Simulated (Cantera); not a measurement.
Input: 1 mol N2O, 0.43 mol H2, 0.0047 mol SO2, equilibrated at 2602 °C and 1.00 bar.

These are equilibrium values from Cantera (NASA tables, ideal gas, pure condensed phases), not measurements of a reactor. Candidate condensed phases: H2O, H2SO4, S; 35 gas species. Rates play no part.

Base state: N2 0.543, H2O 0.193, O2 0.131, OH 0.0493, NO 0.0267, O 0.0262, H2 0.0154, H 0.0131 (mole fractions); condensed: gas only.

What changes in the equilibrium state with this change: N2O replaced by NF3?


| species | before | after |
|---|---|---|
| F | 0 | 0.609 |
| HF | 0 | 0.245 |
| N2 | 0.543 | 0.142 |
| H2O | 0.193 | 2.16e-8 |
| H2 | 0.0154 | 4.33e-8 |
| OH | 0.0493 | 3.29e-6 |
| O2 | 0.131 | 0.000207 |
| H | 0.0131 | 2.20e-5 |
| NO | 0.0267 | 0.000544 |
| O | 0.0262 | 0.00104 |
| SF | 0 | 0.000347 |
| SF2 | 0 | 0.000251 |
| F2 | 0 | 7.73e-5 |
| HO2 | 3.26e-5 | <1e-9 |
| SOF2 | 0 | 1.05e-5 |
The tables' values for SOF2 are old estimates; treat these amounts as uncertain.
